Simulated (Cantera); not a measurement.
Cantera run:

```python
import numpy as np
import cantera as ct

gas_names = """
    C CH CH2 CH3 CH2OH CH3O CH4 CH3OH CO CO2 COOH C2 C2H CHCO,ketyl C2H2,acetylene C2H2,vinylidene
    CH2CO,ketene C2H3,vinyl CH3CO,acetyl C2H4 C2H4O,ethylen CH3CHO,ethanal CH3COOH (HCOOH)2 C2H5 C2H6
    CH3OCH3 C2H5OH C2O C3 C3H3,propargyl C3H4,allene C3H4,propyne C3H4,cyclo- C3H5,allyl C3H6,propylene
    C3H6,cyclo- C3H6O C3H7,n-propyl C3H7,i-propyl C3H8 C3H8O,1propanol C3H8O,2propanol C3O2 C4 C4H2
    C4H4,1,3-cyclo- C4H6,butadiene C4H6,2-butyne C4H6,cyclo- C4H8,1-butene C4H8,cis2-buten
    C4H8,tr2-butene C4H8,isobutene C4H8,cyclo- (CH3COOH)2 C4H9,n-butyl C4H9,i-butyl C4H9,s-butyl
    C4H9,t-butyl C4H10,isobutane C4H10,n-butane C5 C5H6,1,3cyclo- C5H8,cyclo- C5H10,1-pentene
    C5H10,cyclo- C5H11,pentyl C5H11,t-pentyl C5H12,n-pentane C5H12,i-pentane CH3C(CH3)2CH3 C6H2
    C6H5,phenyl C6H5O,phenoxy C6H6 C6H5OH,phenol C6H10,cyclo- C6H12,1-hexene C6H12,cyclo- C6H13,n-hexyl
    C7H7,benzyl C7H8 C7H8O,cresol C7H14,1-heptene C7H15,n-heptyl C7H16,n-heptane C8H8,styrene
    C8H10,ethylbenz C8H16,1-octene C8H17,n-octyl C8H18,isooctane C8H18,n-octane C9H19,n-nonyl
    C10H8,naphthale C10H21,n-decyl C12H9,o-bipheny C12H10,bipheny Cu CuO Cu2 H HCO HO2 H2
    HCHO,formaldehy HCOOH H2O H2O2 O OH O2 O3
""".split()
cond_names = """
    C(gr) C6H6(L) C7H8(L) C8H18(L),n-octa Cu(cr) Cu(L) CuO(s) CuO2H2(s) Cu2O(s) Cu2O(L) H2O(s) H2O(L)
""".split()


def load(file, names, dense=False):
    # The tables refer to 1 bar. Condensed volumes are neglected.
    table = {s.name: s for s in ct.Species.list_from_file(file)}
    out = []
    for n in names:
        d = dict(table[n].input_data)
        d["thermo"] = dict(d["thermo"], **{"reference-pressure": 1e5})
        if dense:
            d["equation-of-state"] = {"model": "constant-volume", "density": "1e6 g/cm^3"}
        out.append(ct.Species.from_dict(d))
    return out


gas = ct.Solution(thermo="ideal-gas", species=load("nasa_gas.yaml", gas_names))
cond = {s.name: ct.Solution(thermo="fixed-stoichiometry", species=[s], name=s.name)
        for s in load("nasa_condensed.yaml", cond_names, dense=True)}
atoms = {
    'CuO': {'Cu': 1, 'O': 1},
    'CO': {'C': 1, 'O': 1},
    'H2': {'H': 2},
}
top_T = {'C(gr)': 4500, 'CuO(s)': 1390}  # K; cautious upper limits of use, not melting points


def equilibrate(T, P, feed):
    n = {}
    for name, mol in feed.items():
        for a, k in atoms[name].items():
            n[a] = n.get(a, 0.0) + k * mol
    gas.TPX = T, P, n
    mass = sum(n.values()) * gas.mean_molecular_weight
    gas.equilibrate("TP")
    valid = [c for c in cond.values() if c.min_temp <= T <= top_T.get(c.name, c.max_temp)]
    mix = ct.Mixture([(gas, mass / gas.mean_molecular_weight)] + [(c, 0.0) for c in valid])
    mix.T, mix.P = T, P
    mix.equilibrate("TP", solver="vcs", rtol=1e-11, max_steps=5000)
    return mix


results = []
feed = {'CuO': 1, 'CO': 2.3, 'H2': 18}  # mol
T = 2498  # K
P = 120000  # Pa
mix = equilibrate(T, P, feed)
results.append((T, P, feed, dict(zip(mix.species_names, mix.species_moles))))
x = sorted(zip(gas.X, gas.species_names), reverse=True)
print(f"T = {T:g} K  P = {P:g} Pa  gas = {mix.phase_moles(0):.4g} mol")
print("   x: " + "  ".join(f"{s} {v:.3e}" for v, s in x if v > 1e-05))
print("   condensed (mol): " + ("  ".join(f"{mix.phase(i).name} {mix.phase_moles(i):.4g}"
      for i in range(1, mix.n_phases) if mix.phase_moles(i) > 1e-12) or "none"))
```

Result:

```
T = 2498 K  P = 120000 Pa  gas = 21.51 mol
   x: H2 7.812e-01  CO 1.059e-01  Cu 4.602e-02  H2O 4.524e-02  H 2.011e-02  CO2 9.905e-04  OH 2.408e-04  Cu2 2.300e-04
   condensed (mol): none
```

These are equilibrium values from Cantera (NASA tables, ideal gas, pure condensed phases), not measurements of a reactor.
